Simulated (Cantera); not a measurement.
Input (Python, Cantera) and output of one run.

```python
import numpy as np
import cantera as ct

gas_names = """
    C CN CO CO2 C2 CCN CNC C2N2 C2O C3 C3O2 C4 C4N2 C5 Cu CuO Cu2 N NCO NO NO2 NO3 N2 N2O O O2 O3
""".split()
cond_names = """
    C(gr) Cu(cr) Cu(L) CuO(s) Cu2O(s) Cu2O(L)
""".split()


def load(file, names, dense=False):
    # The tables refer to 1 bar. Condensed volumes are neglected.
    table = {s.name: s for s in ct.Species.list_from_file(file)}
    out = []
    for n in names:
        d = dict(table[n].input_data)
        d["thermo"] = dict(d["thermo"], **{"reference-pressure": 1e5})
        if dense:
            d["equation-of-state"] = {"model": "constant-volume", "density": "1e6 g/cm^3"}
        out.append(ct.Species.from_dict(d))
    return out


gas = ct.Solution(thermo="ideal-gas", species=load("nasa_gas.yaml", gas_names))
cond = {s.name: ct.Solution(thermo="fixed-stoichiometry", species=[s], name=s.name)
        for s in load("nasa_condensed.yaml", cond_names, dense=True)}
atoms = {
    'Cu': {'Cu': 1},
    'CO2': {'C': 1, 'O': 2},
    'N2': {'N': 2},
}
top_T = {'C(gr)': 4500, 'CuO(s)': 1390}  # K; cautious upper limits of use, not melting points


def equilibrate(T, P, feed):
    n = {}
    for name, mol in feed.items():
        for a, k in atoms[name].items():
            n[a] = n.get(a, 0.0) + k * mol
    gas.TPX = T, P, n
    mass = sum(n.values()) * gas.mean_molecular_weight
    gas.equilibrate("TP")
    valid = [c for c in cond.values() if c.min_temp <= T <= top_T.get(c.name, c.max_temp)]
    mix = ct.Mixture([(gas, mass / gas.mean_molecular_weight)] + [(c, 0.0) for c in valid])
    mix.T, mix.P = T, P
    mix.equilibrate("TP", solver="vcs", rtol=1e-11, max_steps=5000)
    return mix


results = []
feed = {'Cu': 1, 'CO2': 0.032, 'N2': 160}  # mol
P = 8600  # Pa
for T in [1175, 1250, 1325, 1400, 1475, 1550, 1625, 1700, 1775, 1850]:
    mix = equilibrate(T, P, feed)
    results.append((T, P, feed, dict(zip(mix.species_names, mix.species_moles))))

top = {s: max(r[3][s] / sum(r[3][g] for g in gas_names) for r in results) for s in gas_names}
cols = sorted((s for s in top if top[s] > 0.001), key=lambda s: -top[s])[:6]
seen = [c for c in cond_names if any(r[3].get(c, 0) > 1e-12 for r in results)]
print("log10 of partial pressures in bar; condensed amounts in mol")
print(f"{'T/K':>10s}" + "".join(f"{s[:9]:>10s}" for s in cols + seen))
for T, P, feed, n in results:
    ng = sum(n[g] for g in gas_names)
    print(f"{T:10.4g}" + "".join(f"{np.log10(max(n[s] / ng * P / 1e5, 1e-99)):10.3f}" for s in cols)
          + "".join(f"{n.get(c, 0):10.4g}" for c in seen))
```

Output:

```
log10 of partial pressures in bar; condensed amounts in mol
       T/K        N2        Cu    Cu(cr)     Cu(L)
      1175    -1.066    -8.218         1         0
      1250    -1.066    -7.334    0.9999         0
      1325    -1.066    -6.552    0.9995         0
      1400    -1.066    -5.870         0    0.9975
      1475    -1.066    -5.271         0      0.99
      1550    -1.066    -4.731         0    0.9654
      1625    -1.066    -4.243         0    0.8934
      1700    -1.066    -3.799         0    0.7031
      1775    -1.068    -3.394         0    0.2423
      1850    -1.068    -3.274         0         0
```

Cantera equilibrium calculation (NASA polynomials, part measured and part estimated; ideal gas, pure solids and liquids).
